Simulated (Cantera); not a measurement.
Input: 1 mol Si₃N₄, 44 mol Cl₂, 26 mol H₂, held at 2023.15 K and 36000 Pa.

Method: chemical equilibrium by Gibbs-energy minimisation in Cantera with the NASA 1993 tables (ideal gas, pure condensed phases). Candidate condensed phases: NH₄Cl, Si, Si₃N₄; 28 gas species. The tables' values for SiCl₃ are old estimates; treat these amounts as uncertain. Rates play no part.

Base state: HCl 0.661, Cl 0.243, SiCl₄ 0.0355, Cl₂ 0.0327, N₂ 0.0254, SiCl₃ 0.00244, SiCl₂ 0.000186, H₂ 4.11e-5 (mole fractions); condensed: gas only.

Task: What changes in the equilibrium state with this change: temperature from 2023.15 K to 1625 K?

Result: 
| species | before | after |
|---|---|---|
| HCl | 0.661 | 0.725 |
| Cl₂ | 0.0327 | 0.129 |
| Cl | 0.243 | 0.0762 |
| SiCl₄ | 0.0355 | 0.0418 |
| N₂ | 0.0254 | 0.0279 |
| SiCl₂ | 0.000186 | 5.23e-8 |
| H | 2.03e-5 | 1.04e-7 |
| SiCl₃ | 0.00244 | 3.07e-5 |
| H₂ | 4.11e-5 | 7.76e-7 |
